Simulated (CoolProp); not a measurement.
Vapour pressure (bar) of CH3F (R41): the reference equation beside estimates from Tc = 317.3 K, pc = 59.06 bar, ω = 0.200. Clausius-Clapeyron is anchored at 249.1 K with a constant enthalpy of vaporisation of 13.42 kJ/mol.

Model: reference Helmholtz-energy equation of state, Lemmon 2006, in CoolProp. It is a short technical equation, of lower accuracy than the large ones.

| T (K) | reference | Lee-Kesler | Clausius-Clapeyron | Redlich-Kwong | Soave-Redlich-Kwong |
|---|---|---|---|---|---|
| 224.9 | 4.174 | 4.185 | 4.979 | 5.736 | 4.183 |
| 233 | 5.711 | 5.762 | 6.390 | 7.642 | 5.764 |
| 241 | 7.617 | 7.716 | 8.042 | 9.927 | 7.730 |
| 249.1 | 9.999 | 10.15 | 9.999 | 12.69 | 10.19 |
| 257.1 | 12.86 | 13.07 | 12.23 | 15.90 | 13.16 |
| 265.2 | 16.34 | 16.61 | 14.82 | 19.68 | 16.76 |
| 273.3 | 20.48 | 20.80 | 17.75 | 24.03 | 21.03 |
| 281.3 | 25.31 | 25.66 | 20.99 | 28.92 | 25.98 |
| 289.4 | 31.02 | 31.39 | 24.65 | 34.50 | 31.80 |

Absolute difference from the reference over all 9 rows, mean and median: Lee-Kesler 1.3 and 1.4 %, Clausius-Clapeyron 11.3 and 11.9 %, Redlich-Kwong 23.9 and 23.6 %, Soave-Redlich-Kwong 1.9 and 2.3 %.
